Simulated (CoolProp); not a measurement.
CH2F2 (R32) at several states: fugacity coefficient from the reference equation and from simpler models built on Tc = 78.1 °C, pc = 5.783 MPa, ω = 0.277; each cubic takes its own stable root.

Model: reference Helmholtz-energy equation of state, Tillner-Roth 1997, in CoolProp.

| T (°C) | p (MPa) | phase | reference |
|---|---|---|---|
| 13.05 | 0.0714 | gas | 0.9899 |
| -62.15 | 0.145 | liquid | 0.3865 |
| -20.15 | 0.108 | gas | 0.9756 |
| 107.05 | 21.1 | supercritical | 0.3473 |
| 14.05 | 0.622 | gas | 0.9143 |

**Question.** How far does each simpler model (van der Waals, Redlich-Kwong, Soave-Redlich-Kwong, Peng-Robinson) lie from the reference over these 5 states: mean and median of the absolute difference, and the worst?

**Answer.** 
- van der Waals: mean 35.0 %, median 3.8 %, worst +152.5 % at -62.15 °C and 0.145 MPa
- Redlich-Kwong: mean 24.3 %, median 2.4 %, worst +107.9 % at -62.15 °C and 0.145 MPa
- Soave-Redlich-Kwong: mean 4.4 %, median 1.8 %, worst +16.9 % at 107.05 °C and 21.1 MPa
- Peng-Robinson: mean 2.1 %, median 0.6 %, worst +8.0 % at 107.05 °C and 21.1 MPa

At some of these states van der Waals gives the other phase, because its saturation line lies elsewhere.
